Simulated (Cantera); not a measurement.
A closed system holds: 1 mol PbO, a varied amount of CO, at 7.40 bar.

Cantera equilibrium calculation (NASA polynomials, part measured and part estimated; ideal gas, pure solids and liquids). Candidate condensed phases: C, Pb, PbO, PbO₂, Pb₃O₄; 15 gas species. Each liquid is taken as pure. Mutual solubility and eutectic melting of coexisting phases are not modelled. The numbers say what is thermodynamically allowed, not how fast it happens.

What condenses at these points (T in K, n(CO) in mol): (1098, 0.72); (1098, 10); (1048, 12); (1448, 10); (1598, 8.2); (1098, 2.6)?


| T (K) | n(CO) in mol | condensed phases | Pb condensed (%) |
|---|---|---|---|
| 1098 | 0.72 | Pb + PbO | 100.0 |
| 1098 | 10 | C + Pb | 100.0 |
| 1048 | 12 | C + Pb | 100.0 |
| 1448 | 10 | Pb | 98.0 |
| 1598 | 8.2 | Pb | 93.3 |
| 1098 | 2.6 | Pb | 100.0 |
